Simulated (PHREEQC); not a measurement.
A column of 0.1 m (30 cells, dispersivity 0.005 m, 3600 s a shift, diffusion coefficient 3e-10 m²/s) holds 0.013 eq of the database's cation exchanger X per kg of pore water, first in equilibrium with 0.072 mol KBr, 0.00089 mol NaCl and 1e-05 mol HCl per kg of water. It is flushed with 2.9 mmol/kgw MnCl2, 15 mmol/kgw CaCl2 and 0.01 mmol/kgw HCl, at 40 °C. Values are for the last cell. The system is closed to CO2. Precipitation was switched off in this run.

Base run: PHREEQC, ion-association model, phreeqc.dat. Each further column changes one thing. The table gives Ca in solution (mol/kgw).

```csv
pore volumes,base,exchange capacity from 0.013 to 0.0065 eq/kgw,dispersivity from 0.005 to 0.01 m
0,0,0,0
0.4167,1.01e-6,7.69e-6,3.99e-5
0.9167,0.00131,0.00352,0.00282
1.317,0.00697,___,___
1.717,0.0121,0.0136,0.0114
2.117,0.0142,___,0.0134
2.617,0.0149,0.0150,___
3.017,0.0150,0.0150,0.0148
```

Question: What belongs in the gaps?

Answer: 
- 1.317, exchange capacity from 0.013 to 0.0065 eq/kgw: 0.0101
- 1.317, dispersivity from 0.005 to 0.01 m: 0.00767
- 2.117, exchange capacity from 0.013 to 0.0065 eq/kgw: 0.0147
- 2.617, dispersivity from 0.005 to 0.01 m: 0.0145

Constants without temperature data keep their 25 °C values here.
